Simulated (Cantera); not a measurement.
A diamond (100) surface in a fixed gas of H2 with x(CH4) = 0.013, x(CH3) = 3.9e-05, at 1150 K, 1400 Pa; coverages are run to steady state.

Detailed kinetics in Cantera: the Harris–Goodwin 1993 mechanism for the reconstructed diamond (100) surface.

θ: site fractions in the mechanism's names (c6HH fully hydrogenated, c6H* and c6*H radical sites, c6** diradical, c6HM methylated).

```json
[
 {"x(H)": "0.0001", "growth (µm/h)": "?", "θ c6HH": "0.605", "θ c6H*": "0.0256", "θ c6*H": "0.362", "θ c6**": "0.00546", "θ c6HM": "0.000362"},
 {"x(H)": "0.00025", "growth (µm/h)": "?", "θ c6HH": "0.536", "θ c6H*": "0.0297", "θ c6*H": "0.422", "θ c6**": "0.0111", "θ c6HM": "0.000468"},
 {"x(H)": "0.00061", "growth (µm/h)": "?", "θ c6HH": "0.501", "θ c6H*": "0.0317", "θ c6*H": "0.450", "θ c6**": "0.0167", "θ c6HM": "0.000541"},
 {"x(H)": "0.0015", "growth (µm/h)": "?", "θ c6HH": "0.484", "θ c6H*": "0.0326", "θ c6*H": "0.462", "θ c6**": "0.0207", "θ c6HM": "0.000566"},
 {"x(H)": "0.0037", "growth (µm/h)": "?", "θ c6HH": "0.477", "θ c6H*": "0.0329", "θ c6*H": "0.466", "θ c6**": "0.0228", "θ c6HM": "0.000532"},
 {"x(H)": "0.0091", "growth (µm/h)": "?", "θ c6HH": "0.474", "θ c6H*": "0.0331", "θ c6*H": "0.468", "θ c6**": "0.0238", "θ c6HM": "0.000436"},
 {"x(H)": "0.023", "growth (µm/h)": "?", "θ c6HH": "0.473", "θ c6H*": "0.0332", "θ c6*H": "0.469", "θ c6**": "0.0242", "θ c6HM": "0.000291"},
 {"x(H)": "0.056", "growth (µm/h)": "?", "θ c6HH": "0.472", "θ c6H*": "0.0333", "θ c6*H": "0.470", "θ c6**": "0.0244", "θ c6HM": "0.000163"},
 {"x(H)": "0.14", "growth (µm/h)": "?", "θ c6HH": "0.472", "θ c6H*": "0.0336", "θ c6*H": "0.470", "θ c6**": "0.0246", "θ c6HM": "7.65e-5"}
]
```

Q: Fill in the missing entries.

A: 
- 0.0001, growth (µm/h): 0.00724
- 0.00025, growth (µm/h): 0.0172
- 0.00061, growth (µm/h): 0.0327
- 0.0015, growth (µm/h): 0.0585
- 0.0037, growth (µm/h): 0.106
- 0.0091, growth (µm/h): 0.188
- 0.023, growth (µm/h): 0.299
- 0.056, growth (µm/h): 0.396
- 0.14, growth (µm/h): 0.461
